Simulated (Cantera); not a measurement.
Input: 1 mol Cu2O, 4.5 mol C, 11 mol H2, 4.8 mol CO, equilibrated at 750 Torr.

Method: chemical equilibrium by Gibbs-energy minimisation in Cantera with the NASA 1993 tables (ideal gas, pure condensed phases). Candidate condensed phases: C, C6H6, C7H8, C8H18, Cu, CuO, Cu(OH)2, Cu2O, H2O; 113 gas species. Kinetics and transport are ignored.

At 1925 K, list the 6 most abundant gas species with their mole fractions, and the condensed phases.

H2 0.652, CO 0.344, Cu 0.00208, H 0.000772, C2H2 (acetylene) 0.000299, CH4 0.000222. Condensed: C(graphite) + Cu(l).
